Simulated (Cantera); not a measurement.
A perfectly stirred reactor is fed with 3.47 % CH4, 1.98 % CO, 19.8 % O2, 74.7 % N2, at 8.30 bar; it is adiabatic with a 700 K inlet, and is followed from long to short residence time, starting on the burning branch (τ in s: 0.38, 0.12, 0.04, 0.013, 0.0042, 0.0014, 0.00045, 0.00015, 4.7e-05).

Cantera simulation using GRI-Mech 3.0 (53 species, 325 reactions); the numbers are that mechanism's predictions, not measurements.

One state of this run: T (K) = 1648; x CH4 = 5.98e-6; x CO = 0.000110; x O2 = 0.120; x CH3 = 8.44e-7; x H = 1.72e-7; x HCN = 1.14e-9. x: mole fraction; the columns are a selection and need not sum to one.

Task: Which value of τ (s) does it belong to?
A. 0.00045
B. 0.12
C. 0.0042
D. 0.013

Result: B, 0.12
